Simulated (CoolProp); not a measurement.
n-pentane at 476.81 K and 0.577 MPa is throttled through a valve to 0.357 MPa with no heat exchange. Each further row changes one setting.

The numbers come from the reference Helmholtz-energy equation of state, Thol 2019 in CoolProp.

| case | temperature change (K) | final density (kg/m³) |
|---|---|---|
| as stated | … | … |
| outlet pressure 0.107 MPa | … | … |
| outlet pressure 0.464 MPa | … | … |

Task: What belongs in the gaps?

Result: 
- as stated, temperature change (K): -1.7
- as stated, final density (kg/m³): 6.76
- outlet pressure 0.107 MPa, temperature change (K): -3.7
- outlet pressure 0.107 MPa, final density (kg/m³): 1.98
- outlet pressure 0.464 MPa, temperature change (K): -0.9
- outlet pressure 0.464 MPa, final density (kg/m³): 8.87
